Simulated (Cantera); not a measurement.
An isothermal plug-flow reactor at 925 K and 0.240 bar (inlet), inlet velocity 1.8 m/s, active area per volume 270 1/m; feed CH4 : O2 : N2 = 0.0022 : 0.011 : 0.79 (molar parts).

Model: Deutschmann's 1995 Pt surface mechanism with GRI-Mech 3.0 gas chemistry, integrated in Cantera. Catalytic surfaces can have several steady states; this one follows from the mechanism file's or the stated starting coverage. Mass transfer to the wall is taken as infinitely fast.

x: gas mole fraction; θ: surface coverage.

| z (m) | x CH4 | x O2 | x H2O | x CO2 | x CO | θ free Pt | θ O* |
|---|---|---|---|---|---|---|---|
| 0.00064 | 0.00270 | 0.0136 | 8.76e-5 | 4.25e-5 | 1.34e-6 | 0.295 | 0.704 |
| 0.0011 | 0.00266 | 0.0135 | 0.000150 | 7.35e-5 | 1.40e-6 | 0.296 | 0.704 |
| 0.0018 | 0.00262 | 0.0135 | 0.000243 | 0.000120 | 1.39e-6 | 0.296 | 0.704 |
| 0.003 | 0.00254 | 0.0133 | 0.000400 | 0.000199 | 1.35e-6 | 0.297 | 0.703 |
| 0.0049 | 0.00242 | 0.0131 | 0.000641 | 0.000319 | 1.29e-6 | 0.297 | 0.702 |
| 0.0082 | 0.00222 | 0.0127 | 0.00103 | 0.000516 | 1.19e-6 | 0.299 | 0.701 |
| 0.014 | 0.00191 | 0.0120 | 0.00166 | 0.000829 | (withheld) | 0.301 | 0.698 |
| 0.023 | 0.00150 | 0.0112 | 0.00248 | 0.00124 | (withheld) | 0.305 | 0.695 |
| 0.038 | 0.000993 | 0.0102 | 0.00349 | 0.00174 | (withheld) | 0.309 | 0.690 |
| 0.064 | 0.000473 | 0.00916 | 0.00453 | 0.00227 | (withheld) | 0.314 | 0.685 |

### Question
Fill in the missing entries.

### Answer

- 0.014, x CO: 1.03e-6
- 0.023, x CO: 8.14e-7
- 0.038, x CO: 5.45e-7
- 0.064, x CO: 2.62e-7
